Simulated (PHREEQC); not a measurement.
Solution (20 °C): 99 mmol/kgw HF and 0.067 mmol/kgw NaF. Closed to the air; pH follows from the charge balance.

Computed with PHREEQC (ion-association model, phreeqc.dat).

Each row changes one thing in this solution. Precipitation was switched off in this run.

```json
[
 {"case": "as made", "pH": "2.04", "ionic strength (mol/kgw)": "0.0101", "HF (mol/kgw)": "0.0865", "F- (mol/kgw)": "0.00766"},
 {"case": "HF left out", "pH": "[?]", "ionic strength (mol/kgw)": "6.71e-5", "HF (mol/kgw)": "7.21e-9", "F- (mol/kgw)": "[?]"},
 {"case": "temperature from 20 to 55 °C", "pH": "2.16", "ionic strength (mol/kgw)": "0.00754", "HF (mol/kgw)": "0.0894", "F- (mol/kgw)": "[?]"},
 {"case": "0.033 mol/kgw Na2CO3 added", "pH": "3.38", "ionic strength (mol/kgw)": "0.0652", "HF (mol/kgw)": "0.0267", "F- (mol/kgw)": "0.0593"},
 {"case": "NaF left out", "pH": "2.04", "ionic strength (mol/kgw)": "0.0101", "HF (mol/kgw)": "0.0865", "F- (mol/kgw)": "0.00763"}
]
```

What belongs in the gaps?


- HF left out, pH: 7.10
- HF left out, F- (mol/kgw): 6.70e-5
- temperature from 20 to 55 °C, F- (mol/kgw): 0.00542

Species that the database lacks are ignored. Constants without temperature data keep their 25 °C values here.
